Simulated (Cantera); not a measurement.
An isothermal, constant-pressure homogeneous reactor starts with H₂ : O₂ : N₂ = 0.52 : 1 : 1.7 (molar parts), equivalence ratio 0.26, at 1150 K and 43000 Pa.

Computed with Cantera and GRI-Mech 3.0 (53 species, 325 reactions). The temperature is held fixed by assumption; the heat of reaction is taken as removed at once.

x: mole fraction; the columns are a selection and need not sum to one.

```json
[
 {"t (s)": "2.00e-5", "x H₂": "0.161", "x O₂": "0.311", "x H₂O₂": "4.08e-11", "x HO₂": "?", "x OH": "1.34e-8"},
 {"t (s)": "6.11e-5", "x H₂": "0.161", "x O₂": "0.310", "x H₂O₂": "3.56e-8", "x HO₂": "?", "x OH": "2.58e-5"},
 {"t (s)": "0.000186", "x H₂": "0.00467", "x O₂": "0.250", "x H₂O₂": "9.96e-6", "x HO₂": "?", "x OH": "0.00209"},
 {"t (s)": "0.000569", "x H₂": "0.000515", "x O₂": "0.250", "x H₂O₂": "3.01e-6", "x HO₂": "?", "x OH": "0.000337"},
 {"t (s)": "0.00174", "x H₂": "7.70e-5", "x O₂": "0.250", "x H₂O₂": "8.52e-7", "x HO₂": "?", "x OH": "0.000128"},
 {"t (s)": "0.00530", "x H₂": "7.55e-6", "x O₂": "0.250", "x H₂O₂": "2.38e-7", "x HO₂": "?", "x OH": "5.57e-5"},
 {"t (s)": "0.0162", "x H₂": "4.93e-7", "x O₂": "0.250", "x H₂O₂": "6.56e-8", "x HO₂": "?", "x OH": "2.58e-5"},
 {"t (s)": "0.0494", "x H₂": "5.84e-8", "x O₂": "0.250", "x H₂O₂": "1.95e-8", "x HO₂": "?", "x OH": "1.31e-5"},
 {"t (s)": "0.151", "x H₂": "1.51e-8", "x O₂": "0.250", "x H₂O₂": "6.28e-9", "x HO₂": "?", "x OH": "7.16e-6"},
 {"t (s)": "0.461", "x H₂": "4.97e-9", "x O₂": "0.250", "x H₂O₂": "2.19e-9", "x HO₂": "8.33e-9", "x OH": "4.12e-6"},
 {"t (s)": "1.41", "x H₂": "2.58e-9", "x O₂": "0.250", "x H₂O₂": "1.03e-9", "x HO₂": "8.77e-9", "x OH": "2.78e-6"},
 {"t (s)": "4.29", "x H₂": "2.32e-9", "x O₂": "0.250", "x H₂O₂": "8.69e-10", "x HO₂": "9.17e-9", "x OH": "2.53e-6"},
 {"t (s)": "13.1", "x H₂": "2.32e-9", "x O₂": "0.250", "x H₂O₂": "8.66e-10", "x HO₂": "9.18e-9", "x OH": "2.53e-6"},
 {"t (s)": "40.0", "x H₂": "2.32e-9", "x O₂": "0.250", "x H₂O₂": "8.65e-10", "x HO₂": "9.18e-9", "x OH": "2.53e-6"}
]
```

### Question
What belongs in the gaps?

### Answer

- 2.00e-5, x HO₂: 2.06e-8
- 6.11e-5, x HO₂: 1.65e-5
- 0.000186, x HO₂: 9.18e-5
- 0.000569, x HO₂: 2.40e-5
- 0.00174, x HO₂: 4.93e-6
- 0.00530, x HO₂: 7.73e-7
- 0.0162, x HO₂: 1.36e-7
- 0.0494, x HO₂: 3.54e-8
- 0.151, x HO₂: 1.30e-8
